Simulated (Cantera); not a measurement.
Feed: 1 mol HMDSO, 0.66 mol NO, equilibrated at 1948 K and 9.50e-5 bar.

Cantera equilibrium calculation (NASA polynomials, part measured and part estimated; ideal gas, pure solids and liquids). Candidate condensed phases: C, C6H6, C7H8, C8H18, H2O, Si, SiC, SiO2, Si2N2O, Si3N4; 151 gas species. The feed counts by its element totals alone. Kinetics and transport are ignored.

Q: What is the equilibrium state?

A: 
| Item | Value |
|---|---|
| x(H2) | 0.719 |
| x(CO) | 0.141 |
| x(H) | 0.0983 |
| x(N2) | 0.0273 |
| x(Si) | 0.0110 |
| x(HCN) | 0.00167 |
| x(SiO) | 0.00116 |
| x(C2H2 (acetylene)) | 0.000387 |
| x(SiC2) | 0.000355 |
| n(C(graphite)) | 2.47 mol |
| n(SiC(s)) | 1.85 mol |
| gas amount | 11.70 mol |
| log10 activity of Si(l) (absent) | -1.35 |
